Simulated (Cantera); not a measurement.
Input (Python, Cantera) and output of one run.

```python
import numpy as np
import cantera as ct

gas_names = """
    H HNO HNO2 HNO3 HO2 H2 H2O H2O2 N NH NH2 NH3 NH2OH NO NO2 NO3 N2 N2H2 N2H4 N2O O OH O2 O3 Si SiH
    SiH2 SiH3 SiH4 SiN SiO SiO2 Si2 Si2N Si3
""".split()
cond_names = """
    H2O(s) H2O(L) Si(cr) Si(L) SiO2(Lqz) SiO2(hqz) SiO2(L) Si2N2O(s) Si3N4(a)
""".split()


# ... load() reads the species with a 1 bar reference pressure and builds the phases ...
atoms = {
    'Si3N4': {'Si': 3, 'N': 4},
    'H2O': {'H': 2, 'O': 1},
    'N2': {'N': 2},
}
top_T = {'Si2N2O(s)': 2100, 'Si3N4(a)': 2400}  # K; cautious upper limits of use, not melting points


# ... equilibrate(T, P, feed) seeds the gas with the atoms and calls Mixture.equilibrate('TP', solver="vcs", rtol=1e-11, max_steps=5000) ...
results = []
T = 1898.15  # K
P = 1400  # Pa
for m in [1.5, 1.8, 2.1, 2.4, 2.9, 3.4, 3.9, 4.6, 5.4, 6.4, 7.5, 8.8]:
    feed = {'Si3N4': 1, 'H2O': m, 'N2': 32}  # mol
    mix = equilibrate(T, P, feed)
    results.append((T, P, feed, dict(zip(mix.species_names, mix.species_moles))))
    x = sorted(zip(gas.X, gas.species_names), reverse=True)
    print(f"T = {T:g} K  P = {P:g} Pa  n(H2O) = {m:g} mol  gas = {mix.phase_moles(0):.4g} mol")
    print("   x: " + "  ".join(f"{s} {v:.3e}" for v, s in x if v > 1e-05))
    print("   condensed (mol): " + ("  ".join(f"{mix.phase(i).name} {mix.phase_moles(i):.4g}"
          for i in range(1, mix.n_phases) if mix.phase_moles(i) > 1e-12) or "none"))
```

It prints:

```
T = 1898.15 K  P = 1400 Pa  n(H2O) = 1.5 mol  gas = 37.06 mol
   x: N2 9.174e-01  SiO 4.048e-02  H2 3.980e-02  H 1.320e-03  Si 8.792e-04  Si2N 4.859e-05  SiN 3.352e-05  SiH 1.810e-05
   condensed (mol): Si(L) 1.461
T = 1898.15 K  P = 1400 Pa  n(H2O) = 1.8 mol  gas = 37.66 mol
   x: N2 9.027e-01  SiO 4.779e-02  H2 4.706e-02  H 1.435e-03  Si 8.792e-04  Si2N 4.820e-05  SiN 3.325e-05  SiH 1.968e-05
   condensed (mol): Si(L) 1.16
T = 1898.15 K  P = 1400 Pa  n(H2O) = 2.1 mol  gas = 38.27 mol
   x: N2 8.885e-01  SiO 5.488e-02  H2 5.410e-02  H 1.538e-03  Si 8.792e-04  Si2N 4.782e-05  SiN 3.299e-05  SiH 2.110e-05
   condensed (mol): Si(L) 0.8598
T = 1898.15 K  P = 1400 Pa  n(H2O) = 2.4 mol  gas = 38.87 mol
   x: N2 8.747e-01  SiO 6.175e-02  H2 6.092e-02  H 1.632e-03  Si 8.792e-04  Si2N 4.744e-05  SiN 3.273e-05  SiH 2.239e-05
   condensed (mol): Si(L) 0.5591
T = 1898.15 K  P = 1400 Pa  n(H2O) = 2.9 mol  gas = 39.87 mol
   x: N2 8.527e-01  SiO 7.273e-02  H2 7.183e-02  H 1.773e-03  Si 8.792e-04  Si2N 4.684e-05  SiN 3.231e-05  SiH 2.432e-05
   condensed (mol): Si(L) 0.05804
T = 1898.15 K  P = 1400 Pa  n(H2O) = 3.4 mol  gas = 40.09 mol
   x: N2 8.482e-01  H2 8.267e-02  SiO 6.606e-02  H 1.902e-03  H2O 1.199e-03
   condensed (mol): SiO2(L) 0.3517
T = 1898.15 K  P = 1400 Pa  n(H2O) = 3.9 mol  gas = 40.11 mol
   x: N2 8.477e-01  H2 9.454e-02  SiO 5.404e-02  H 2.034e-03  H2O 1.676e-03
   condensed (mol): SiO2(L) 0.8325
T = 1898.15 K  P = 1400 Pa  n(H2O) = 4.6 mol  gas = 40.16 mol
   x: N2 8.467e-01  H2 1.106e-01  SiO 3.768e-02  H2O 2.813e-03  H 2.200e-03
   condensed (mol): SiO2(L) 1.487
T = 1898.15 K  P = 1400 Pa  n(H2O) = 5.4 mol  gas = 40.28 mol
   x: N2 8.440e-01  H2 1.270e-01  SiO 2.076e-02  H2O 5.860e-03  H 2.357e-03
   condensed (mol): SiO2(L) 2.163
T = 1898.15 K  P = 1400 Pa  n(H2O) = 6.4 mol  gas = 40.76 mol
   x: N2 8.341e-01  H2 1.384e-01  H2O 1.740e-02  SiO 7.617e-03  H 2.460e-03  OH 2.532e-05
   condensed (mol): SiO2(L) 2.689
T = 1898.15 K  P = 1400 Pa  n(H2O) = 7.5 mol  gas = 41.69 mol
   x: N2 8.155e-01  H2 1.393e-01  H2O 3.931e-02  SiO 3.395e-03  H 2.468e-03  OH 5.700e-05
   condensed (mol): SiO2(L) 2.858
T = 1898.15 K  P = 1400 Pa  n(H2O) = 8.8 mol  gas = 42.94 mol
   x: N2 7.918e-01  H2 1.366e-01  H2O 6.705e-02  H 2.445e-03  SiO 1.952e-03  OH 9.818e-05
   condensed (mol): SiO2(L) 2.916
```

Equilibrium computed with Cantera from the NASA thermochemical tables; the gas is ideal and each condensed phase is pure. The tables' values for SiN are old estimates; treat these amounts as uncertain. The tables hold silica as quartz up to 1696 K and as liquid above; real silica turns to tridymite and cristobalite and melts near 1996 K.
